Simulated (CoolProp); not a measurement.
Properties of dimethyl carbonate along the isobar 0.333 MPa (Tc = 557.0 K, pc = 4.909 MPa, ω = 0.346).

Values from CoolProp's reference Helmholtz-energy equation of state, Zhou 2011.

```tsv
T (K)	phase	density (kg/m³)	cp (kJ/(kg K))	expansivity (1/kK)
514.4	gas	7.237	1.723	…
521	gas	7.136	…	2.112
527.6	gas	7.038	…	2.078
534.1	gas	6.944	1.760	2.045
540.7	gas	6.852	1.771	2.014
547.3	gas	6.762	1.783	1.983
553.9	gas	6.675	1.795	1.954
560.5	gas	6.590	…	1.925
567.1	gas	6.507	1.817	1.898
573.7	gas	6.427	1.828	1.871
580.2	gas	6.349	1.839	1.846
586.8	gas	6.273	1.850	1.821
593.4	gas	6.199	1.861	1.796
600	gas	6.126	1.871	1.773
```

What belongs in the gaps?


- 514.4, expansivity (1/kK): 2.148
- 521, cp (kJ/(kg K)): 1.735
- 527.6, cp (kJ/(kg K)): 1.748
- 560.5, cp (kJ/(kg K)): 1.806
